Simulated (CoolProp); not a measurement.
The fluid at 298.15 K and 0.00435 MPa flows at 0.95 m/s in a round tube of 25 mm bore and 15 µm roughness, fully developed (64/Re and Nu = 3.66 if laminar; Colebrook and Gnielinski if turbulent). The same conditions are run with several fluids, on thermodynamics alone (safety and materials aside).

Computed with CoolProp (reference Helmholtz-energy equation of state of each fluid (methanol: de Reuck 1993; n-butane: Bücker 2006; ethane: Bücker 2006; R124: de Vries 1995; dry air: Lemmon 2000)). Blends and air are pseudo-pure fits.

| fluid | Reynolds number | Darcy friction factor | pressure drop (Pa/m) | heat-transfer coefficient (W/(m² K)) | mass flow (kg/h) |
|---|---|---|---|---|---|
| methanol | 139 | 0.461 | 0.469 | [?] | 0.0947 |
| n-butane | [?] | 0.196 | 0.361 | [?] | 0.171 |
| ethane | 134 | 0.476 | 0.454 | 3.06 | [?] |
| R124 | 442 | 0.145 | [?] | 1.92 | 0.402 |
| dry air | [?] | 0.977 | 0.897 | 3.84 | [?] |

Task: Some entries are withheld; supply them.

Result: 
- methanol, heat-transfer coefficient (W/(m² K)): 2.21
- n-butane, Reynolds number: 327
- n-butane, heat-transfer coefficient (W/(m² K)): 2.43
- ethane, mass flow (kg/h): 0.0886
- R124, pressure drop (Pa/m): 0.627
- dry air, Reynolds number: 65.5
- dry air, mass flow (kg/h): 0.0853

Transport values come from each fluid's own correlations; those of R124 are estimates that may be off by 10 % or more.
